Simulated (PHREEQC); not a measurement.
A solution holds 0.015 mol HCl, 0.011 mol MnSO4 and 0.00024 mol MgSO4 per kg of water, at 35 °C. Closed to the air; pH follows from the charge balance.

Model: ion-association model, phreeqc.dat, run in PHREEQC.

```tsv
quantity	before	after
pH	2.01	1.88
ionic strength (mol/kgw)	0.0430	0.0157
SO4-2 (mol/kgw)	0.00530	0.000112
HSO4- (mol/kgw)	0.00363	0.000125
Mg+2 (mol/kgw)	0.000175	0.000237
MgSO4 (mol/kgw)	6.52e-5	2.98e-6
```

Question: Which change was made?
A) MnSO4 replaced by H2SO4 at the same molality
B) 0.0018 mol/kgw MgCl2 added
C) MnSO4 left out
D) HCl left out
E) 0.00038 mol/kgw HNO3 added

Answer: C, MnSO4 left out

Precipitation was switched off in this run.
